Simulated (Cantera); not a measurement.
Cantera run:

```python
import numpy as np
import cantera as ct

gas_names = """
    CL CL2 H HCL H2 Si SiCL SiCL2 SiCL3 SiCL4 SiH SiHCL3 SiH2 SiH2CL2 SiH3 SiH3CL SiH4 Si2 Si3
""".split()
cond_names = """
    Si(cr) Si(L)
""".split()


# ... load() reads the species with a 1 bar reference pressure and builds the phases ...
atoms = {
    'SiCl4': {'Si': 1, 'CL': 4},
    'Cl2': {'CL': 2},
    'H2': {'H': 2},
}
top_T = {}  # K; cautious upper limits of use, not melting points


# ... equilibrate(T, P, feed) seeds the gas with the atoms and calls Mixture.equilibrate('TP', solver="vcs", rtol=1e-11, max_steps=5000) ...
results = []
feed = {'SiCl4': 1, 'Cl2': 0.56, 'H2': 0.3}  # mol
T = 1473  # K
P = 480000  # Pa
mix = equilibrate(T, P, feed)
results.append((T, P, feed, dict(zip(mix.species_names, mix.species_moles))))
print(gas.report(threshold=0.001))
for i in range(1, mix.n_phases):
    print(f"{mix.phase(i).name:16s} {mix.phase_moles(i):12.5e} mol")
```

Result:

```
       temperature   1473 K
          pressure   4.8e+05 Pa
           density   4.411 kg/m^3
  mean mol. weight   112.55 kg/kmol
   phase of matter   gas

                          1 kg             1 kmol
                     ---------------   ---------------
          enthalpy       -2.6697e+06       -3.0047e+08  J
   internal energy       -2.7786e+06       -3.1272e+08  J
           entropy            3332.1        3.7501e+05  J/K
    Gibbs function       -7.5778e+06       -8.5286e+08  J
 heat capacity c_p            652.86             73477  J/K
 heat capacity c_v            578.98             65163  J/K

                      mass frac. Y      mole frac. X     chem. pot. / RT
                     ---------------   ---------------   ---------------
                CL         0.0025661          0.008147           -15.364
               CL2          0.085138           0.13515           -30.729
               HCL           0.10407           0.32126           -32.453
             SiCL4           0.80821           0.53543           -102.59
     [  +15 minor]        1.6494e-05        1.3843e-05

Si(cr)            0.00000e+00 mol
```

Equilibrium computed with Cantera from the NASA thermochemical tables; the gas is ideal and each condensed phase is pure. The tables' values for SiCl3 are old estimates; treat these amounts as uncertain.
